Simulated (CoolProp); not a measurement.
Vapour-liquid equilibrium of toluene (1) + p-xylene (2) at 544.7 K; x and y are mole fractions of (1).

The numbers come from the multi-fluid Helmholtz-energy mixture model, Lemmon 2006 and Zhou 2012; pair parameters Bell 2016 in CoolProp.

```
x     bubble pressure, mixture model (kPa)  bubble pressure, Raoult's law (kPa)  y, mixture model  y, Raoult's law
----  ------------------------------------  -----------------------------------  ----------------  ---------------
0.05                                  1412                                 1416             0.068            0.080
0.15                                  1495                                 1505             0.196            0.225
0.25                                  1580                                 1594             0.315            0.355
0.35                                  1666                                 1683             0.425            0.470
0.45                                  1754                                 1772             0.528            0.574
0.55                                   [?]                                 1861             0.624            0.668
0.65                                  1934                                 1950             0.714            0.754
0.75                                   [?]                                 2039               [?]            0.832
0.85                                  2119                                 2128             0.882            0.903
0.95                                   [?]                                 2217             0.961            0.969
```

### Question
Fill in the missing entries.

### Answer

- 0.55, bubble pressure, mixture model (kPa): 1844
- 0.75, bubble pressure, mixture model (kPa): 2026
- 0.75, y, mixture model: 0.800
- 0.95, bubble pressure, mixture model (kPa): 2213

The largest gap from Raoult's law is -1.0 % in bubble pressure, at x = 0.45. No azeotrope shows between x = 0.05 and 0.95.

Pair parameters are fitted to limited data, so mixtures are less certain than the pure fluids.
